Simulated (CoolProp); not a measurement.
Vapour-liquid equilibrium of R1234yf (1) + R1234ze(E) (2) at 273.8 K; x and y are mole fractions of (1).

Model: multi-fluid Helmholtz-energy mixture model, Lemmon 2022 and Thol 2016; pair parameters Bell 2022, in CoolProp.

| x | bubble pressure (kPa) | y at the bubble point | dew pressure at overall composition x (kPa) | liquid density (mol/L) |
|---|---|---|---|---|
| 0.05 | 227.7 | 0.073 | 225.9 | 10.83 |
| 0.2 | 244.4 | 0.265 | 238.6 | 10.75 |
| 0.35 | 260.0 | 0.432 | 252.2 | 10.67 |
| 0.5 | 274.8 | 0.582 | 266.6 | 10.59 |
| 0.65 | 289.2 | 0.719 | 281.9 | 10.50 |
| 0.8 | 303.6 | 0.845 | 298.3 | 10.41 |
| 0.95 | 318.0 | 0.963 | 316.4 | 10.33 |

No azeotrope shows between x = 0.05 and 0.95.

The pair parameters rest on a limited set of measurements; away from them the model extrapolates.
